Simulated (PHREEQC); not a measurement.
Make-up at 70 °C: 0.11 mol/kgw CaCl2, 4.8e-06 mol/kgw CO2 and 0.0054 mol/kgw NaCl. Closed to the air; pH follows from the charge balance.

Equilibrium calculation in PHREEQC: ion-association model, wateq4f.dat.

Each row changes one thing in this solution. No solid was allowed to form.

| case | pH | CO2 (mol/kgw) | HCO3- (mol/kgw) | NaHCO3 (mol/kgw) | CO3-2 (mol/kgw) | SI of Halite (NaCl) | SI of Nahcolite (NaHCO3) |
|---|---|---|---|---|---|---|---|
| as made | 5.79 | 2.83e-6 | 1.32e-6 | 1.81e-9 | 1.80e-10 | -4.93 | -8.27 |
| diluted 5-fold with water | 6.18 | 4.59e-7 | 4.31e-7 | 1.62e-10 | 9.48e-11 | -6.19 | -9.34 |
| diluted 2-fold with water | ___ | 1.29e-6 | 8.51e-7 | 6.74e-10 | 1.50e-10 | -5.47 | -8.71 |
| NaCl from 0.0054 to 0.027 mol/kgw | 5.79 | 2.82e-6 | 1.33e-6 | 8.95e-9 | 1.84e-10 | ___ | -7.57 |
| CaCl2 from 0.11 to 0.165 mol/kgw | 5.77 | 2.68e-6 | 1.28e-6 | 1.59e-9 | 1.83e-10 | -4.78 | -8.31 |
| CaCl2 replaced by MgCl2 at the same molality | 5.57 | 3.33e-6 | 9.46e-7 | 1.29e-9 | 7.81e-11 | -4.93 | -8.42 |
| CaCl2 from 0.11 to 0.099 mol/kgw | 5.79 | 2.87e-6 | 1.33e-6 | 1.86e-9 | 1.79e-10 | -4.96 | -8.26 |

Some entries are withheld; supply them.


- diluted 2-fold with water, pH: 5.98
- NaCl from 0.0054 to 0.027 mol/kgw, SI of Halite (NaCl): -4.19

Away from 25 °C the constants follow the database's enthalpies or fits; those with neither stay at their 25 °C values.
